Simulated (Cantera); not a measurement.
A Cantera script and what it prints.

```python
import numpy as np
import cantera as ct

gas_names = [...]  # 45 gases of nasa_gas.yaml made of Al, Cl, H, N, O
cond_names = """
    AL(cr) AL(L) ALCL3(s) ALCL3(L) ALN(s) AL2O3(a) AL2O3(L) H2O(s) H2O(L) NH4CL(a) NH4CL(b)
""".split()


# ... load() reads the species with a 1 bar reference pressure and builds the phases ...
atoms = {
    'AlCl3': {'AL': 1, 'CL': 3},
    'H2O': {'H': 2, 'O': 1},
    'N2': {'N': 2},
}
top_T = {'ALN(s)': 2750}  # K; cautious upper limits of use, not melting points


# ... equilibrate(T, P, feed) seeds the gas with the atoms and calls Mixture.equilibrate('TP', solver="vcs", rtol=1e-11, max_steps=5000) ...
results = []
feed = {'AlCl3': 1, 'H2O': 0.33, 'N2': 3.8}  # mol
P = 13332.2  # Pa
for T in [1323, 1373, 1423, 1473, 1523, 1573, 1623, 1673, 1723, 1773, 1823]:
    mix = equilibrate(T, P, feed)
    results.append((T, P, feed, dict(zip(mix.species_names, mix.species_moles))))

top = {s: max(r[3][s] / sum(r[3][g] for g in gas_names) for r in results) for s in gas_names}
cols = sorted((s for s in top if top[s] > 0.001), key=lambda s: -top[s])[:9]
seen = [c for c in cond_names if any(r[3].get(c, 0) > 1e-12 for r in results)]
print("log10 of partial pressures in bar; condensed amounts in mol")
print(f"{'T/K':>10s}" + "".join(f"{s[:9]:>10s}" for s in cols + seen))
for T, P, feed, n in results:
    ng = sum(n[g] for g in gas_names)
    print(f"{T:10.4g}" + "".join(f"{np.log10(max(n[s] / ng * P / 1e5, 1e-99)):10.3f}" for s in cols)
          + "".join(f"{n.get(c, 0):10.4g}" for c in seen))
```

Output:

```
log10 of partial pressures in bar; condensed amounts in mol
       T/K        N2     ALCL3       HCL        CL     ALCL2  AL2O3(a)
      1323    -1.015    -1.702    -1.775    -5.003    -6.189      0.11
      1373    -1.015    -1.702    -1.775    -4.784    -5.799      0.11
      1423    -1.015    -1.702    -1.776    -4.579    -5.437      0.11
      1473    -1.015    -1.703    -1.776    -4.385    -5.103      0.11
      1523    -1.015    -1.703    -1.776    -4.200    -4.795      0.11
      1573    -1.015    -1.703    -1.777    -4.024    -4.510      0.11
      1623    -1.015    -1.704    -1.777    -3.853    -4.247      0.11
      1673    -1.015    -1.705    -1.778    -3.688    -4.007      0.11
      1723    -1.015    -1.707    -1.779    -3.527    -3.786      0.11
      1773    -1.016    -1.709    -1.780    -3.370    -3.584      0.11
      1823    -1.016    -1.713    -1.781    -3.217    -3.399    0.1099
```

Equilibrium computed with Cantera from the NASA thermochemical tables; the gas is ideal and each condensed phase is pure. The tables' values for AlCl2 are old estimates; treat these amounts as uncertain.
